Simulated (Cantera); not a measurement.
An isothermal, constant-pressure homogeneous reactor starts with N2O : N2 = 1 : 0.3 (molar parts), at 1050 K and 0.987 atm. Integrator tolerance rtol = 1e-08.

Detailed kinetics in Cantera: GRI-Mech 3.0 (53 species, 325 reactions). GRI-Mech 3.0 was tuned for natural gas; its chemistry of N2O as a main component is partial and can be far from experiment. The mechanism lacks the step 2 NO + O2 → 2 NO2, which can matter for NO2 below about 1400 K. The temperature is held fixed by assumption; the heat of reaction is taken as removed at once.

**Question.** What does this change do: pressure from 0.987 atm to 0.0132 atm?

**Answer.** 
```csv
quantity,before,after
x(N2O) at 10.0 s,0.579 (gas-phase equilibrium 4.39e-9),0.766 (gas-phase equilibrium 5.06e-10)
x(O) at 10.0 s,9.81e-8 (gas-phase equilibrium 3.55e-10),1.24e-7 (gas-phase equilibrium 3.07e-9)
x(N2) at 10.0 s,0.349 (gas-phase equilibrium 0.722),0.233 (gas-phase equilibrium 0.722)
x(NO) at 10.0 s,0.00687 (gas-phase equilibrium 5.85e-5),0.000128 (gas-phase equilibrium 5.85e-5)
x(NO2) at 10.0 s,0.000103 (gas-phase equilibrium 2.59e-6),8.40e-9 (gas-phase equilibrium 2.99e-7)
x(O2) at 10.0 s,0.0651 (gas-phase equilibrium 0.278),0.00115 (gas-phase equilibrium 0.278)
```
Radical loss at walls, strong at low pressure, is not modelled.

**Question.** What does this change do: temperature 1050 to 1223 K?

**Answer.** 
```
quantity                                            before                                     after
----------------  ----------------------------------------  ----------------------------------------
x(N2O) at 10.0 s     0.579 (gas-phase equilibrium 4.39e-9)   0.00244 (gas-phase equilibrium 1.70e-8)
x(O) at 10.0 s    9.81e-8 (gas-phase equilibrium 3.55e-10)   4.38e-8 (gas-phase equilibrium 2.14e-8)
x(N2) at 10.0 s        0.349 (gas-phase equilibrium 0.722)       0.698 (gas-phase equilibrium 0.722)
x(NO) at 10.0 s    0.00687 (gas-phase equilibrium 5.85e-5)   0.0454 (gas-phase equilibrium 0.000257)
x(NO2) at 10.0 s  0.000103 (gas-phase equilibrium 2.59e-6)  0.000633 (gas-phase equilibrium 4.47e-6)
x(O2) at 10.0 s       0.0651 (gas-phase equilibrium 0.278)       0.254 (gas-phase equilibrium 0.278)
```
